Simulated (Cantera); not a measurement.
**Counterflow diffusion flame**

A counterflow diffusion flame at 0.390 bar, nozzles 20 mm apart: fuel side CH3OH = 1 (molar parts) at 300 K, oxidiser side O2 : N2 = 0.21 : 0.79 (molar parts) at 775 K, fuel mass flux 1.7 times the oxidiser's; mixture-averaged transport, no radiation.

Detailed kinetics in Cantera: GRI-Mech 3.0 (53 species, 325 reactions). GRI-Mech 3.0 was tuned for natural gas; its chemistry of methanol as a main component is partial and can be far from experiment. GRI-Mech 3.0 has no aromatics or soot, which form on the fuel side of real flames. The maximum strain rate includes the flame's own expansion and is several times the mean.

```json
[
 {"oxidiser flux (kg/m²/s)": "0.098", "max strain (1/s)": "218", "mean strain (1/s)": "44.7", "T max (K)": "1995", "peak x OH": "0.0130", "peak x H": "0.0144", "peak x NO": "5.38e-5", "peak x CO": "0.188", "peak x C2H2": "0.000495"},
 {"oxidiser flux (kg/m²/s)": "0.12", "max strain (1/s)": "261", "mean strain (1/s)": "54.7", "T max (K)": "1966", "peak x OH": "0.0128", "peak x H": "0.0150", "peak x NO": "4.69e-5", "peak x CO": "0.187", "peak x C2H2": "0.000549"},
 {"oxidiser flux (kg/m²/s)": "0.15", "max strain (1/s)": "318", "mean strain (1/s)": "68.4", "T max (K)": "1935", "peak x OH": "0.0126", "peak x H": "0.0157", "peak x NO": "4.10e-5", "peak x CO": "0.185", "peak x C2H2": "0.000608"},
 {"oxidiser flux (kg/m²/s)": "0.18", "max strain (1/s)": "376", "mean strain (1/s)": "82.1", "T max (K)": "1908", "peak x OH": "0.0122", "peak x H": "0.0162", "peak x NO": "3.67e-5", "peak x CO": "0.183", "peak x C2H2": "0.000652"},
 {"oxidiser flux (kg/m²/s)": "0.22", "max strain (1/s)": "451", "mean strain (1/s)": "100", "T max (K)": "1881", "peak x OH": "0.0119", "peak x H": "0.0167", "peak x NO": "3.29e-5", "peak x CO": "0.181", "peak x C2H2": "0.000700"},
 {"oxidiser flux (kg/m²/s)": "0.27", "max strain (1/s)": "544", "mean strain (1/s)": "123", "T max (K)": "1853", "peak x OH": "0.0116", "peak x H": "0.0172", "peak x NO": "2.95e-5", "peak x CO": "0.179", "peak x C2H2": "0.000743"},
 {"oxidiser flux (kg/m²/s)": "0.33", "max strain (1/s)": "654", "mean strain (1/s)": "150", "T max (K)": "1827", "peak x OH": "0.0112", "peak x H": "0.0176", "peak x NO": "2.64e-5", "peak x CO": "0.177", "peak x C2H2": "0.000775"},
 {"oxidiser flux (kg/m²/s)": "0.4", "max strain (1/s)": "782", "mean strain (1/s)": "182", "T max (K)": "1804", "peak x OH": "0.0109", "peak x H": "0.0180", "peak x NO": "2.38e-5", "peak x CO": "0.175", "peak x C2H2": "0.000796"},
 {"oxidiser flux (kg/m²/s)": "0.49", "max strain (1/s)": "945", "mean strain (1/s)": "223", "T max (K)": "1785", "peak x OH": "0.0106", "peak x H": "0.0184", "peak x NO": "2.14e-5", "peak x CO": "0.174", "peak x C2H2": "0.000808"},
 {"oxidiser flux (kg/m²/s)": "0.6", "max strain (1/s)": "1140", "mean strain (1/s)": "274", "T max (K)": "1762", "peak x OH": "0.0101", "peak x H": "0.0186", "peak x NO": "1.88e-5", "peak x CO": "0.172", "peak x C2H2": "0.000792"}
]
```
x: mole fraction; the columns are a selection and need not sum to one.
